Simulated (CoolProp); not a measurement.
Vapour pressure (bar) of ethylene: the reference equation beside estimates from Tc = 9.2 °C, pc = 50.42 bar, ω = 0.087. Clausius-Clapeyron is anchored at -57.45 °C with a constant enthalpy of vaporisation of 11.24 kJ/mol.

The numbers come from the reference Helmholtz-energy equation of state, Smukala 2000 in CoolProp.

```tsv
T (°C)	reference	Lee-Kesler	Clausius-Clapeyron	van der Waals	Redlich-Kwong	Peng-Robinson
-67.05	5.803	5.809	6.164	12.47	6.217	5.800
-57.45	8.254	8.265	8.254	15.56	8.848	8.248
-47.75	11.42	11.43	10.81	19.14	12.21	11.42
-38.15	15.34	15.34	13.81	23.15	16.32	15.36
-28.55	20.15	20.14	17.31	27.66	21.29	20.21
-18.85	26.04	26.01	21.37	32.72	27.24	26.15
-9.25	33.02	32.98	25.94	38.26	34.14	33.18
0.35	41.32	41.32	31.05	44.33	42.09	41.50
```

Absolute difference from the reference over all 8 rows, mean and median: Lee-Kesler 0.1 and 0.1 %, Clausius-Clapeyron 12.5 and 12.0 %, van der Waals 51.0 and 44.1 %, Redlich-Kwong 5.4 and 6.0 %, Peng-Robinson 0.2 and 0.2 %.
